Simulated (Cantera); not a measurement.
Charge: 1 mol CuO, 2 mol C, 0.025 mol CO, held at 100 Torr.

Cantera equilibrium calculation (NASA polynomials, part measured and part estimated; ideal gas, pure solids and liquids). Candidate condensed phases: C, Cu, CuO, Cu₂O; 15 gas species. Kinetics and transport are ignored.

x: gas mole fraction; n: condensed amount in mol.

| T (K) | x CO | x CO₂ | x Cu | x Cu₂ | n C(graphite) | n Cu(s) | n Cu(l) |
|---|---|---|---|---|---|---|---|
| 1075 | 0.983 | 0.0175 | 1.92e-9 | <1e-12 | 1.02 | 1.00 | 0 |
| 1150 | 0.995 | … | … | <1e-12 | 1.01 | 1.00 | 0 |
| 1225 | 0.998 | … | … | … | 1.00 | 1.00 | 0 |
| 1300 | 0.999 | 0.000689 | 1.18e-6 | 9.72e-11 | 1.00 | 1.000 | 0 |
| 1375 | 1.000 | 0.000297 | 6.17e-6 | 9.95e-10 | 1.00 | 0 | 1.000 |
| 1450 | 1.000 | 0.000140 | 2.58e-5 | 7.23e-9 | 1.00 | 0 | 1.000 |
| 1525 | 1.000 | 7.12e-5 | 9.33e-5 | 4.29e-8 | 1.00 | 0 | 1.000 |
| 1600 | 1.000 | 3.87e-5 | 0.000298 | 2.13e-7 | 1.00 | 0 | 1.000 |

Problem. Complete the blanks.

Solution. 
- 1225, x CO₂: 0.00178
- 1225, x Cu: 1.81e-7
- 1225, x Cu₂: 6.84e-12
- 1150, x CO₂: 0.00520
- 1150, x Cu: 2.17e-8
